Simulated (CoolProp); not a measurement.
Properties of dodecamethylcyclohexasiloxane (D6) along the isotherm 620 K (Tc = 645.8 K, pc = 961.4 kPa, ω = 0.736).

Values from CoolProp's reference Helmholtz-energy equation of state, Colonna 2008. It is a short technical equation, of lower accuracy than the large ones.

```
p (kPa)   phase  cp (kJ/(kg K))  isothermal compressibility (1/MPa)  expansivity (1/kK)  fugacity coefficient
-------  ------  --------------  ----------------------------------  ------------------  --------------------
15.2        gas           1.958                               66.30               1.654                0.9924
22.9        gas           1.958                               44.18               1.675                0.9886
34.6        gas           1.959                               29.42               1.708                0.9828
52.2        gas           1.960                               19.68               1.760                0.9741
78.7        gas           1.962                               13.24               1.843            (withheld)
119         gas           1.965                               8.964               1.981                0.9415
179         gas           1.970                               6.184               2.220                0.9127
270         gas           1.981                               4.371               2.683                0.8701
408         gas           2.007                               3.280               3.790                0.8072
615         gas      (withheld)                               3.169               8.858                0.7153
928      liquid      (withheld)                              0.1228               6.314                0.5142
1400     liquid           2.289                             0.07920               4.634                0.3681
2110     liquid           2.235                             0.05295               3.525            (withheld)
3190     liquid           2.196                             0.03583               2.725                0.2119
4810     liquid           2.166                             0.02449               2.137                0.1769
```

Complete the blanks.


- 78.7, fugacity coefficient: 0.9610
- 615, cp (kJ/(kg K)): 2.141
- 928, cp (kJ/(kg K)): 2.368
- 2110, fugacity coefficient: 0.2728
